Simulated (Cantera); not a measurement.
An isothermal, constant-pressure homogeneous reactor starts with 37.0 % CH4, 63.0 % N2, at 1775 K and 100000 Pa.

Detailed kinetics in Cantera: GRI-Mech 3.0 (53 species, 325 reactions). GRI-Mech 3.0 stops at C3 and has no aromatics, soot or wall deposition, so with more carbon than oxygen in the feed, carbon stays in small species such as C2H2 where larger ones or solid carbon would form.

### Question
Predict: x(CH4) at 300 s; x(C2H2) at 300 s; x(C2H6) at 300 s; x(C2H) at 300 s; x(HCN) at 300 s; x(CH2) at 300 s; x(H) at 300 s.

### Answer
```json
{
 "x(CH4) at 300 s": "0.00632 (gas-phase equilibrium 0.00492)",
 "x(C2H2) at 300 s": "0.131 (gas-phase equilibrium 0.0784)",
 "x(C2H6) at 300 s": "8.48e-7 (gas-phase equilibrium 5.11e-7)",
 "x(C2H) at 300 s": "4.76e-7 (gas-phase equilibrium 2.84e-7)",
 "x(HCN) at 300 s": "0.000752 (gas-phase equilibrium 0.108)",
 "x(CH2) at 300 s": "3.01e-8 (gas-phase equilibrium 2.33e-8)",
 "x(H) at 300 s": "0.000184 (gas-phase equilibrium 0.000184)"
}
```
